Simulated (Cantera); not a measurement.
## Formation from one mole of O₂

Source: NASA polynomial tables (part measured, part estimated), evaluated in Cantera. Values are per mole of reaction as written; species without (g) are pure solids or liquids, kept so even where they would boil at 1 bar.

Ti + O₂(g) = TiO₂

```json
[
 {"T (K)": "700", "ΔH° (kJ)": "-941.8", "ΔS° (J/K)": "-179.7", "ΔG° (kJ)": "-816.0", "log10 K": "60.89", "condensed phases": "Ti(α), TiO₂(rutile)"},
 {"T (K)": "900", "ΔH° (kJ)": "-940.0", "ΔS° (J/K)": "-177.4", "ΔG° (kJ)": "-780.3", "log10 K": "45.28", "condensed phases": "Ti(α), TiO₂(rutile)"},
 {"T (K)": "1100", "ΔH° (kJ)": "-938.7", "ΔS° (J/K)": "-176.1", "ΔG° (kJ)": "-744.9", "log10 K": "35.37", "condensed phases": "Ti(α), TiO₂(rutile)"},
 {"T (K)": "1300", "ΔH° (kJ)": "-940.9", "ΔS° (J/K)": "-178.2", "ΔG° (kJ)": "-709.3", "log10 K": "28.50", "condensed phases": "Ti(β), TiO₂(rutile)"},
 {"T (K)": "1500", "ΔH° (kJ)": "-939.1", "ΔS° (J/K)": "-176.8", "ΔG° (kJ)": "-673.8", "log10 K": "23.46", "condensed phases": "Ti(β), TiO₂(rutile)"},
 {"T (K)": "1700", "ΔH° (kJ)": "-937.8", "ΔS° (J/K)": "-176.0", "ΔG° (kJ)": "-638.6", "log10 K": "19.62", "condensed phases": "Ti(β), TiO₂(rutile)"},
 {"T (K)": "1900", "ΔH° (kJ)": "-937.2", "ΔS° (J/K)": "-175.7", "ΔG° (kJ)": "-603.4", "log10 K": "16.59", "condensed phases": "Ti(β), TiO₂(rutile)"},
 {"T (K)": "2100", "ΔH° (kJ)": "-952.6", "ΔS° (J/K)": "-183.6", "ΔG° (kJ)": "-567.1", "log10 K": "14.10", "condensed phases": "Ti(l), TiO₂(rutile)"},
 {"T (K)": "2300", "ΔH° (kJ)": "-883.2", "ΔS° (J/K)": "-151.1", "ΔG° (kJ)": "-535.8", "log10 K": "12.17", "condensed phases": "Ti(l), TiO₂(l)"},
 {"T (K)": "2500", "ΔH° (kJ)": "-880.3", "ΔS° (J/K)": "-149.8", "ΔG° (kJ)": "-505.7", "log10 K": "10.57", "condensed phases": "Ti(l), TiO₂(l)"},
 {"T (K)": "2700", "ΔH° (kJ)": "-877.4", "ΔS° (J/K)": "-148.7", "ΔG° (kJ)": "-475.8", "log10 K": "9.21", "condensed phases": "Ti(l), TiO₂(l)"}
]
```

2 Ti + O₂(g) = 2 TiO(g)

```tsv
T (K)	ΔH° (kJ)	ΔS° (J/K)	ΔG° (kJ)	log10 K	condensed phases
700	102.4	187.0	-28.5	2.12	Ti(α)
900	98.4	182.0	-65.4	3.79	Ti(α)
1100	93.1	176.7	-101.3	4.81	Ti(α)
1300	80.5	165.9	-135.2	5.43	Ti(β)
1500	76.0	162.7	-168.0	5.85	Ti(β)
1700	70.2	159.1	-200.2	6.15	Ti(β)
1900	63.0	155.1	-231.6	6.37	Ti(β)
2100	23.6	135.0	-259.8	6.46	Ti(l)
2300	12.8	130.0	-286.3	6.50	Ti(l)
2500	2.0	125.5	-311.8	6.52	Ti(l)
2700	-8.8	121.4	-336.5	6.51	Ti(l)
```

Zr + O₂(g) = ZrO₂(g)

```tsv
T (K)	ΔH° (kJ)	ΔS° (J/K)	ΔG° (kJ)	log10 K	condensed phases
700	-288.8	24.1	-305.6	22.81	Zr(α)
900	-290.3	22.2	-310.3	18.01	Zr(α)
1100	-292.2	20.3	-314.5	14.94	Zr(α)
1300	-297.9	15.4	-317.9	12.77	Zr(β)
1500	-299.6	14.2	-320.8	11.17	Zr(β)
1700	-301.6	12.9	-323.5	9.94	Zr(β)
1900	-304.0	11.6	-326.0	8.96	Zr(β)
2100	-306.9	10.1	-328.2	8.16	Zr(β)
2300	-332.1	-1.7	-328.3	7.46	Zr(l)
2500	-336.7	-3.6	-327.7	6.85	Zr(l)
2700	-341.3	-5.4	-326.8	6.32	Zr(l)
```
